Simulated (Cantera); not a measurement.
# Premixed flame

A freely propagating, adiabatic, planar premixed flame of CO : H2 : CH4 : O2 : N2 = 1 : 1.4 : 0.41 : 2.02 : 7.6 (molar parts), unburnt at 675 K and 2550 Torr; multicomponent transport, grid criteria slope 0.08 and curve 0.16, no radiation.

Computed with Cantera and GRI-Mech 3.0 (53 species, 325 reactions). Burning velocities carry a grid error of a few per cent, more on coarse grids.

```tsv
z (mm)	T (K)	u (m/s)	x CO	x H2	x CH4	x OH	x NO	x CH3
-0.268	675	3.05	0.0805	0.112	0.0330	<1e-8	<1e-8	<1e-8
-0.179	675	3.05	0.0805	0.112	0.0330	<1e-8	<1e-8	<1e-8
-0.134	676	3.05	0.0807	0.110	0.0331	<1e-8	<1e-8	6.67e-8
-0.0894	681	3.06	0.0812	0.104	0.0332	7.31e-8	<1e-8	1.00e-6
-0.0447	820	3.62	0.0825	0.0836	0.0314	0.000102	9.35e-8	6.26e-5
-0.0224	1157	5.07	0.0850	0.0635	0.0233	0.000645	6.29e-7	0.000408
0	1597	6.99	0.0887	0.0411	0.00764	0.00340	2.60e-6	0.000905
0.0224	1842	8.05	0.0814	0.0241	0.000733	0.00843	6.67e-6	0.000190
0.0447	1951	8.47	0.0689	0.0177	3.38e-5	0.0115	1.14e-5	1.18e-5
0.0894	2078	8.94	0.0533	0.0158	1.05e-7	0.0132	2.00e-5	5.00e-8
0.179	2215	9.43	0.0426	0.0144	<1e-8	0.0133	3.39e-5	<1e-8
0.358	2341	9.88	0.0359	0.0117	<1e-8	0.0121	5.72e-5	<1e-8
0.716	2440	10.2	0.0298	0.00901	<1e-8	0.0104	9.88e-5	<1e-8
```
x: mole fraction of selected species; z is measured from the peak of heat release.

```yaml
laminar_burning_velocity: 306 cm/s
thermal_thickness: 0.0894 mm
peak x(OH): 0.0134
peak x(CH3): 0.000940
grid_points: 153
```
